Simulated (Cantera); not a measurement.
Source: NASA polynomial tables (part measured, part estimated), evaluated in Cantera. Values are per mole of reaction as written; species without (g) are pure solids or liquids, kept so even where they would boil at 1 bar.

10 N₂O(g) + P₄(g) → 10 N₂(g) + P₄O₁₀

```tsv
T (K)	ΔH° (kJ)	ΔS° (J/K)	ΔG° (kJ)	log10 K
300	(withheld)	(withheld)	(withheld)	(withheld)
548	-3871.1	-302.0	-3705.6	353.20
573	-3869.4	-299.0	-3698.1	337.11
598	(withheld)	(withheld)	(withheld)	(withheld)
623	-3865.7	-292.9	-3683.2	308.81
648	-3863.7	-289.8	-3676.0	296.31
673	(withheld)	(withheld)	(withheld)	(withheld)
```

Task: Fill in the missing entries.

Result: 
- 300, ΔH° (kJ): -3884.8
- 300, ΔS° (J/K): -334.9
- 300, ΔG° (kJ): -3784.3
- 300, log10 K: 658.90
- 598, ΔH° (kJ): -3867.6
- 598, ΔS° (J/K): -295.9
- 598, ΔG° (kJ): -3690.6
- 598, log10 K: 322.37
- 673, ΔH° (kJ): -3861.7
- 673, ΔS° (J/K): -286.6
- 673, ΔG° (kJ): -3668.8
- 673, log10 K: 284.74
